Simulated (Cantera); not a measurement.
Input: 1 mol ZrO2, 27 mol H2, 0.32 mol H2O, at 5.55 Torr.

Method: chemical equilibrium by Gibbs-energy minimisation in Cantera with the NASA 1993 tables (ideal gas, pure condensed phases). Candidate condensed phases: H2O, Zr, ZrO2; 12 gas species. Rates play no part. All values below are at 1675 °C.

Base state: H2 0.975, H 0.0130, H2O 0.0116, OH 1.40e-5 (mole fractions); condensed: ZrO2(tetragonal).

What changes in the equilibrium state with this change: ZrO2 replaced by Nb2O5?


```csv
species,before,after
H2,0.975,0.939
H2O,0.0116,0.0479
H,0.0130,0.0127
NbO2,0,0.000236
OH,1.40e-5,5.88e-5
"ZrO2(tetragonal), mol",1.00,0
"NbO2(s), mol",0,1.99
```
Condensed phases not in the tables: the oxides between NbO2 and Nb2O5. Further candidate phases: Nb, NbO, NbO2, Nb2O5.
